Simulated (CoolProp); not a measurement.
Values from CoolProp's reference Helmholtz-energy equation of state, Gao 2016.

Task: Give the vapour pressure (MPa), liquid density (kg/m³), surface tension (mN/m) of saturated sulfur dioxide at 256.5, 328.5 K.

Result: 
```json
[
 {"T (K)": "256.5", "p (MPa)": "0.0746", "liquid density (kg/m³)": "1480", "surface tension (mN/m)": "29.8"},
 {"T (K)": "328.5", "p (MPa)": "0.974", "liquid density (kg/m³)": "1280", "surface tension (mN/m)": "15.8"}
]
```

Surface tension comes from a separate correlation (Mulero 2012).
